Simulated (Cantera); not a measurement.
An isothermal, constant-pressure homogeneous reactor starts with 7.69 % C2H6, 92.3 % H2, at 1025 K and 1.09 atm.

Model: GRI-Mech 3.0 (53 species, 325 reactions), integrated in Cantera. GRI-Mech 3.0 stops at C3 and has no aromatics, soot or wall deposition, so with more carbon than oxygen in the feed, carbon stays in small species such as C2H2 where larger ones or solid carbon would form.

**Question.** Predict: x(C2H6) at 10.0 s; x(H2) at 10.0 s; x(CH4) at 10.0 s; x(CH3) at 10.0 s.

**Answer.** 
* **x(C2H6) at 10.0 s**: 0.0420 (gas-phase equilibrium 6.12e-6)
* **x(H2) at 10.0 s**: 0.916 (gas-phase equilibrium 0.846)
* **x(CH4) at 10.0 s**: 0.0184 (gas-phase equilibrium 0.154)
* **x(CH3) at 10.0 s**: 4.61e-8 (gas-phase equilibrium 1.23e-8)
